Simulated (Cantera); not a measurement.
Input (Python, Cantera):

```python
import numpy as np
import cantera as ct

gas = ct.Solution("gri30.yaml")
gas.TPX = 1675, 100000, {'NO': 1, 'N2': 4.7}
reactor = ct.IdealGasConstPressureReactor(gas, energy="off", clone=False)
net = ct.ReactorNet([reactor])
net.rtol, net.atol = 1e-08, 1e-18
show = ['NO', 'N2O', 'O', 'O2', 'N2', 'NO2']
times = np.geomspace(4e-05, 20, 12)

steps = ct.SolutionArray(gas, extra=["t"])
rows = []
print(f"{'t/s':>10s}{'T/K':>9s}{'P/Pa':>11s}" + "".join(f"{s:>11s}" for s in show))
for t in times:
    while net.time < t:
        t_next = net.step()
        steps.append(gas.state, t=t_next)
    rows.append([np.interp(t, steps.t, y) for y in (steps.T, steps.P, *steps(*show).X.T)])
    print(f"{t:10.3e}{rows[-1][0]:9.1f}{rows[-1][1]:11.4g}" + "".join(f"{x:11.3e}" for x in rows[-1][2:]))
rate = np.gradient(steps.T, steps.t)
print("integrator steps:", len(steps.t))
if steps.T.max() > steps.T[0] + 200:
    print(f"time of steepest temperature rise: {steps.t[rate.argmax()]:.4e} s")
gas.TPX = 1675, 100000, {'NO': 1, 'N2': 4.7}
gas.equilibrate("TP")
print(f"equilibrium (TP): T = {gas.T:.1f} K  " + "  ".join(f"{s} {gas[s].X[0]:.3e}" for s in show))
```

Result:

```
       t/s      T/K       P/Pa         NO        N2O          O         O2         N2        NO2
 4.000e-05   1675.0      1e+05  1.754e-01  8.518e-08  5.251e-08  5.104e-11  8.246e-01  3.327e-08
 1.319e-04   1675.0      1e+05  1.754e-01  2.785e-07  8.118e-08  3.422e-10  8.246e-01  2.038e-07
 4.347e-04   1675.0      1e+05  1.754e-01  8.941e-07  1.046e-07  1.968e-09  8.246e-01  8.584e-07
 1.433e-03   1675.0      1e+05  1.754e-01  2.703e-06  1.797e-07  1.691e-08  8.246e-01  3.223e-06
 4.725e-03   1675.0      1e+05  1.754e-01  6.828e-06  4.485e-07  3.197e-07  8.246e-01  1.237e-05
 1.558e-02   1675.0      1e+05  1.753e-01  1.124e-05  1.134e-06  8.436e-06  8.246e-01  3.810e-05
 5.136e-02   1675.0      1e+05  1.752e-01  1.195e-05  1.449e-06  7.989e-05  8.247e-01  5.056e-05
 1.693e-01   1675.0      1e+05  1.747e-01  1.187e-05  1.551e-06  3.354e-04  8.249e-01  5.420e-05
 5.582e-01   1675.0      1e+05  1.730e-01  1.164e-05  1.843e-06  1.171e-03  8.258e-01  6.434e-05
 1.840e+00   1675.0      1e+05  1.676e-01  1.090e-05  2.559e-06  3.846e-03  8.285e-01  8.768e-05
 6.067e+00   1675.0      1e+05  1.516e-01  8.907e-06  3.977e-06  1.178e-02  8.365e-01  1.249e-04
 2.000e+01   1675.0      1e+05  1.139e-01  5.034e-06  6.140e-06  3.062e-02  8.553e-01  1.461e-04
integrator steps: 865
equilibrium (TP): T = 1675.0 K  NO 1.829e-03  N2O 1.155e-07  O 1.013e-05  O2 8.680e-02  N2 9.114e-01  NO2 3.901e-06
```

Detailed kinetics in Cantera: GRI-Mech 3.0 (53 species, 325 reactions).
